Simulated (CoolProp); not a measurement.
Vapour-liquid equilibrium of R1234yf (1) + R227EA (2) at 2.63 bar; x and y are mole fractions of (1).

Values from CoolProp's multi-fluid Helmholtz-energy mixture model, Lemmon 2022 and Lemmon 2016; pair parameters Bell 2016.

```json
[
 {"x": "0.05", "bubble temperature, mixture model (°C)": "7.4", "bubble temperature, Raoult's law (°C)": "7.4", "y, mixture model": "___", "y, Raoult's law": "0.077"},
 {"x": "0.2", "bubble temperature, mixture model (°C)": "5.0", "bubble temperature, Raoult's law (°C)": "5.1", "y, mixture model": "___", "y, Raoult's law": "0.284"},
 {"x": "0.35", "bubble temperature, mixture model (°C)": "___", "bubble temperature, Raoult's law (°C)": "2.9", "y, mixture model": "___", "y, Raoult's law": "0.463"},
 {"x": "0.5", "bubble temperature, mixture model (°C)": "0.8", "bubble temperature, Raoult's law (°C)": "0.8", "y, mixture model": "0.604", "y, Raoult's law": "0.617"},
 {"x": "0.65", "bubble temperature, mixture model (°C)": "-1.1", "bubble temperature, Raoult's law (°C)": "-1.1", "y, mixture model": "0.740", "y, Raoult's law": "0.751"},
 {"x": "0.8", "bubble temperature, mixture model (°C)": "-3.0", "bubble temperature, Raoult's law (°C)": "-3.0", "y, mixture model": "___", "y, Raoult's law": "0.867"},
 {"x": "0.95", "bubble temperature, mixture model (°C)": "-4.7", "bubble temperature, Raoult's law (°C)": "-4.7", "y, mixture model": "0.967", "y, Raoult's law": "0.969"}
]
```

Task: Complete the blanks.

Result: 
- 0.05, y, mixture model: 0.075
- 0.2, y, mixture model: 0.277
- 0.35, bubble temperature, mixture model (°C): 2.8
- 0.35, y, mixture model: 0.451
- 0.8, y, mixture model: 0.860

The largest gap from Raoult's law is -0.1 K in bubble temperature, at x = 0.2. No azeotrope shows between x = 0.05 and 0.95.

Pair parameters are fitted to limited data, so mixtures are less certain than the pure fluids.
